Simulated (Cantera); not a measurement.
A Cantera script and what it prints.

```python
import numpy as np
import cantera as ct

gas_names = """
    C CN CO CO2 C2 CCN CNC C2N2 C2O C3 C3O2 C4 C4N2 C5 Fe FeC5O5 FeO N NCO NO NO2 NO3 N2 N2O O O2 O3
""".split()
cond_names = """
    C(gr) Fe(a) Fe(c) Fe(d) Fe(L) FeC5O5(L) FeO(s) FeO(L) Fe2O3(s) Fe3O4(s)
""".split()


def load(file, names, dense=False):
    # The tables refer to 1 bar. Condensed volumes are neglected.
    table = {s.name: s for s in ct.Species.list_from_file(file)}
    out = []
    for n in names:
        d = dict(table[n].input_data)
        d["thermo"] = dict(d["thermo"], **{"reference-pressure": 1e5})
        if dense:
            d["equation-of-state"] = {"model": "constant-volume", "density": "1e6 g/cm^3"}
        out.append(ct.Species.from_dict(d))
    return out


gas = ct.Solution(thermo="ideal-gas", species=load("nasa_gas.yaml", gas_names))
cond = {s.name: ct.Solution(thermo="fixed-stoichiometry", species=[s], name=s.name)
        for s in load("nasa_condensed.yaml", cond_names, dense=True)}
atoms = {
    'Fe(CO)5': {'Fe': 1, 'C': 5, 'O': 5},
    'CO': {'C': 1, 'O': 1},
    'N2': {'N': 2},
}
top_T = {'C(gr)': 4500, 'Fe2O3(s)': 1830, 'Fe3O4(s)': 1870}  # K; cautious upper limits of use, not melting points


def equilibrate(T, P, feed):
    n = {}
    for name, mol in feed.items():
        for a, k in atoms[name].items():
            n[a] = n.get(a, 0.0) + k * mol
    gas.TPX = T, P, n
    mass = sum(n.values()) * gas.mean_molecular_weight
    gas.equilibrate("TP")
    valid = [c for c in cond.values() if c.min_temp <= T <= top_T.get(c.name, c.max_temp)]
    mix = ct.Mixture([(gas, mass / gas.mean_molecular_weight)] + [(c, 0.0) for c in valid])
    mix.T, mix.P = T, P
    mix.equilibrate("TP", solver="vcs", rtol=1e-11, max_steps=5000)
    return mix


results = []
feed = {'Fe(CO)5': 1, 'CO': 0.16, 'N2': 0.1}  # mol
T = 1248.15  # K
for P in [10, 100, 1000, 10000, 100000, 1000000]:
    mix = equilibrate(T, P, feed)
    results.append((T, P, feed, dict(zip(mix.species_names, mix.species_moles))))

top = {s: max(r[3][s] / sum(r[3][g] for g in gas_names) for r in results) for s in gas_names}
cols = sorted((s for s in top if top[s] > 0.001), key=lambda s: -top[s])[:7]
seen = [c for c in cond_names if any(r[3].get(c, 0) > 1e-12 for r in results)]
print("log10 of partial pressures in bar; condensed amounts in mol")
print(f"{'P/Pa':>10s}" + "".join(f"{s[:9]:>10s}" for s in cols + seen))
for T, P, feed, n in results:
    ng = sum(n[g] for g in gas_names)
    print(f"{P:10.4g}" + "".join(f"{np.log10(max(n[s] / ng * P / 1e5, 1e-99)):10.3f}" for s in cols)
          + "".join(f"{n.get(c, 0):10.4g}" for c in seen))
```

Result:

```
log10 of partial pressures in bar; condensed amounts in mol
      P/Pa        CO       CO2        N2     C(gr)     Fe(c)
        10    -4.008   -10.023    -5.721  4.99e-06         1
       100    -3.008    -8.023    -4.721 4.989e-05         1
      1000    -2.008    -6.023    -3.721 0.0004988         1
     1e+04    -1.009    -4.024    -2.721  0.004975         1
     1e+05    -0.013    -2.031    -1.717   0.04848         1
     1e+06     0.954    -0.098    -0.688    0.3887         1
```

These are equilibrium values from Cantera (NASA tables, ideal gas, pure condensed phases), not measurements of a reactor. Condensed phases not in the tables: cementite and carbon dissolved in iron.
